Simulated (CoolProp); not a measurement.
Saturation properties of isopentane (Tc = 460.3 K, pc = 33.78 bar, ω = 0.227).

The numbers come from the reference Helmholtz-energy equation of state, Lemmon 2006 in CoolProp. It is a short technical equation, of lower accuracy than the large ones.

```csv
T (K),p (bar),enthalpy of vaporisation (kJ/kg),liquid cp (kJ/(kg K)),vapour Z
213.3,0.01082,403.7,1.897,0.9984
223.9,0.02342,396.7,1.937,0.9972
234.5,0.04676,389.7,1.978,0.9952
245.1,0.08711,382.7,2.023,0.9924
255.7,0.1528,375.6,2.069,0.9886
266.3,0.2546,368.4,2.117,0.9834
276.9,0.4052,361.0,2.167,0.9769
287.5,0.6200,353.4,2.219,0.9688
298.1,0.9163,345.5,2.274,0.9589
308.7,1.313,337.2,2.330,0.9471
319.3,1.832,328.5,2.389,0.9334
329.9,2.495,319.3,2.451,0.9174
```

It boils at 301.0 K under 1 atm.
